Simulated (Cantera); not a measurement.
Charge: 1 mol Ti, 0.0014 mol O₂, 1.5 mol H₂, held at 0.133 bar.

Cantera equilibrium calculation (NASA polynomials, part measured and part estimated; ideal gas, pure solids and liquids). Candidate condensed phases: H₂O, Ti, TiO, TiO₂, Ti₂O₃, Ti₃O₅, Ti₄O₇; 12 gas species. Mutual solubility and eutectic melting of coexisting phases are not modelled. TiO: taken at fixed stoichiometry. Condensed phases not in the tables: N, O or C dissolved in the metal. The numbers say what is thermodynamically allowed, not how fast it happens.

x: gas mole fraction; n: condensed amount in mol.

```csv
T (K),x H₂,x H,x Ti,x H₂O,x TiO,n Ti(α),n TiO(s),n Ti(β)
1150,1.00,2.04e-7,<1e-12,5.22e-12,<1e-12,0.997,0.00280,0
1225,1.000,?,?,?,<1e-12,0,0.00280,0.997
1300,1.000,3.03e-6,2.75e-11,1.73e-10,<1e-12,0,0.00280,0.997
1375,1.000,?,?,?,1.06e-12,0,0.00280,0.997
1450,1.000,2.59e-5,2.27e-9,2.61e-9,1.41e-11,0,0.00280,0.997
1525,1.000,6.48e-5,1.48e-8,8.23e-9,1.44e-10,0,0.00280,0.997
1600,1.000,0.000149,8.06e-8,2.32e-8,1.17e-9,0,0.00280,0.997
1675,1.000,0.000318,3.76e-7,5.91e-8,7.84e-9,0,0.00280,0.997
```

Problem. Fill in the missing entries.

Solution. 
- 1225, x H: 8.54e-7
- 1225, x Ti: 2.01e-12
- 1225, x H₂O: 3.37e-11
- 1375, x H: 9.38e-6
- 1375, x Ti: 2.82e-10
- 1375, x H₂O: 7.26e-10
